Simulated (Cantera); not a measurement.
A Cantera script and its output.

```python
import numpy as np
import cantera as ct

gas = ct.Solution("gri30.yaml")
gas.TPX = 450, 500000, {'CO': 1, 'H2': 0.3, 'O2': 0.793, 'N2': 2.98}
flame = ct.FreeFlame(gas, width=0.013)
flame.set_refine_criteria(ratio=3, slope=0.08, curve=0.16)
flame.transport_model = "mixture-averaged"
flame.solve(loglevel=0, auto=True)
z, T = flame.grid, flame.T
thick = (T[-1] - T[0]) / np.gradient(T, z).max()
show = ['CO', 'H2', 'O2', 'NO2', 'NO', 'HO2']
print(f"laminar burning velocity  {flame.velocity[0] * 100:.3f} cm/s")
print(f"burnt temperature         {T[-1]:.1f} K")
print(f"thermal thickness         {thick * 1e3:.4f} mm")
print(f"grid points               {len(z)}")
z0 = z[flame.heat_release_rate.argmax()]
print(f"{'z/mm':>9s}{'T/K':>9s}{'u/(m/s)':>9s}" + "".join(f"{s:>11s}" for s in show))
rows = []
for k in (-3, -2, -1.5, -1, -0.5, -0.25, 0, 0.25, 0.5, 1, 2, 4, 8):
    zz = z0 + k * thick
    rows.append([k * thick, np.interp(zz, z, T), np.interp(zz, z, flame.velocity),
                 *(np.interp(zz, z, flame.X[gas.species_index(s)]) for s in show)])
    print(f"{rows[-1][0] * 1e3:9.3f}{rows[-1][1]:9.1f}{rows[-1][2]:9.3f}" + "".join(f"{x:11.3e}" for x in rows[-1][3:]))
```

Result:

```
laminar burning velocity  74.119 cm/s
burnt temperature         2373.0 K
thermal thickness         0.1107 mm
grid points               134
     z/mm      T/K  u/(m/s)         CO         H2         O2        NO2         NO        HO2
   -0.332    450.0    0.741  1.972e-01  5.874e-02  1.564e-01  5.397e-12  3.349e-12  5.632e-09
   -0.221    450.2    0.740  1.975e-01  5.752e-02  1.566e-01  1.221e-10  6.209e-11  1.025e-07
   -0.166    451.4    0.741  1.979e-01  5.530e-02  1.569e-01  1.020e-09  4.513e-10  7.328e-07
   -0.111    458.9    0.749  1.987e-01  4.992e-02  1.576e-01  1.007e-08  3.952e-09  6.160e-06
   -0.055    586.8    0.945  1.957e-01  3.421e-02  1.551e-01  2.456e-07  1.869e-07  1.887e-04
   -0.028    935.0    1.483  1.760e-01  2.110e-02  1.392e-01  1.355e-07  1.900e-06  4.630e-04
    0.000   1385.6    2.153  1.356e-01  8.893e-03  1.074e-01  2.890e-08  6.361e-06  1.796e-04
    0.028   1683.5    2.563  9.538e-02  3.545e-03  8.007e-02  3.422e-08  1.372e-05  7.935e-05
    0.055   1856.6    2.786  6.922e-02  2.642e-03  6.581e-02  4.266e-08  2.170e-05  4.506e-05
    0.111   2036.3    3.012  4.599e-02  2.307e-03  5.446e-02  5.968e-08  3.548e-05  2.208e-05
    0.221   2181.7    3.195  3.115e-02  1.629e-03  4.742e-02  9.266e-08  5.707e-05  1.013e-05
    0.443   2281.5    3.317  2.044e-02  1.021e-03  4.256e-02  1.352e-07  9.138e-05  5.320e-06
    0.885   2342.9    3.390  1.320e-02  6.476e-04  3.932e-02  1.729e-07  1.452e-04  3.736e-06
```

Detailed kinetics in Cantera: GRI-Mech 3.0 (53 species, 325 reactions). The hydrogen kinetics of GRI-Mech 3.0 are dated; newer H2 mechanisms differ, most at raised pressure. Burning velocities carry a grid error of a few per cent, more on coarse grids.
